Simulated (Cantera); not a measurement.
An adiabatic, constant-pressure homogeneous reactor starts with CH4 : O2 : N2 = 1 : 1.82 : 6.55 (molar parts), equivalence ratio 1.1, at 1523 K and 0.800 bar.

Computed with Cantera and GRI-Mech 3.0 (53 species, 325 reactions).

Problem. Predict: time of steepest temperature rise; temperature at 3.00 s; equilibrium temperature; x(O2) at 3.00 s; x(CO) at 3.00 s; x(HCO) at 3.00 s.

Solution. 
```json
{
  "time_of_steepest_temperature_rise": "1.12 ms",
  "temperature at 3.00 s": "2756 K",
  "equilibrium_temperature": "2756 K",
  "x(O2) at 3.00 s": "0.0140 (gas-phase equilibrium 0.0140)",
  "x(CO) at 3.00 s": "0.0547 (gas-phase equilibrium 0.0547)",
  "x(HCO) at 3.00 s": "5.72e-8 (gas-phase equilibrium 5.72e-8)"
}
```
